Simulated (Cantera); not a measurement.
## Transport properties of process gases

Gas mixture: N2O : CO2 = 0.57 : 0.42 (molar parts), at 0.000900 bar, frozen composition.

Cantera's kinetic-theory transport with the Lennard-Jones parameters of GRI-Mech 3.0, ideal gas; thermal conductivity in the multicomponent form.

| T (K) | ρ (kg/m³) | cp (J/kg/K) | μ (µPa s) | λ (mW/m/K) | Pr | D (cm²/s) NH3 | D (cm²/s) CH3 | D (cm²/s) N2 |
|---|---|---|---|---|---|---|---|---|
| 400 | 0.00119 | 956.6 | 19.6 | 25.3 | 0.741 | 317 | 331 | 298 |
| 500 | 0.000953 | 1030 | 23.7 | 33.0 | 0.741 | 488 | 495 | 443 |
| 600 | 0.000794 | 1091 | 27.6 | 40.6 | 0.740 | 690 | 683 | 608 |
| 700 | 0.000681 | 1140 | 31.1 | 47.9 | 0.739 | 918 | 895 | 793 |
| 800 | 0.000596 | 1182 | 34.4 | 55.0 | 0.738 | 1170 | 1130 | 996 |
| 900 | 0.000529 | 1217 | 37.5 | 61.8 | 0.737 | 1450 | 1380 | 1220 |
| 1000 | 0.000476 | 1246 | 40.4 | 68.4 | 0.737 | 1750 | 1650 | 1450 |
D: mixture-averaged diffusion coefficient of that species in the mixture.
